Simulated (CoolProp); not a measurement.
Vapour-liquid equilibrium of cyclohexane (1) + m-xylene (2) at 200.05 °C; x and y are mole fractions of (1).

Values from CoolProp's multi-fluid Helmholtz-energy mixture model, Zhou 2014 and Zhou 2012; pair parameters Bell 2016.

| x | bubble pressure, mixture model (MPa) | bubble pressure, Raoult's law (MPa) | y, mixture model | y, Raoult's law |
|---|---|---|---|---|
| 0.05 | 0.4627 | 0.4566 | … | 0.147 |
| 0.125 | 0.5407 | 0.5268 | 0.309 | 0.320 |
| 0.2 | 0.6167 | 0.5971 | … | 0.451 |
| 0.275 | … | 0.6674 | 0.527 | 0.555 |
| 0.35 | … | 0.7377 | … | 0.639 |
| 0.425 | 0.8324 | 0.8080 | 0.669 | 0.708 |
| 0.5 | 0.9008 | 0.8782 | 0.725 | 0.767 |
| 0.575 | 0.9678 | 0.9485 | 0.774 | 0.816 |
| 0.65 | 1.034 | 1.019 | 0.818 | 0.859 |
| 0.725 | 1.100 | 1.089 | … | 0.897 |
| 0.8 | 1.166 | 1.159 | 0.899 | 0.929 |
| 0.875 | 1.233 | 1.230 | 0.937 | 0.958 |
| 0.95 | 1.301 | 1.300 | 0.975 | 0.984 |

Some entries are withheld; supply them.


- 0.05, y, mixture model: 0.145
- 0.2, y, mixture model: 0.431
- 0.275, bubble pressure, mixture model (MPa): 0.6906
- 0.35, bubble pressure, mixture model (MPa): 0.7625
- 0.35, y, mixture model: 0.604
- 0.725, y, mixture model: 0.860

The largest gap from Raoult's law is +3.5 % in bubble pressure, at x = 0.275. No azeotrope shows between x = 0.05 and 0.95.

The pair parameters rest on a limited set of measurements; away from them the model extrapolates.
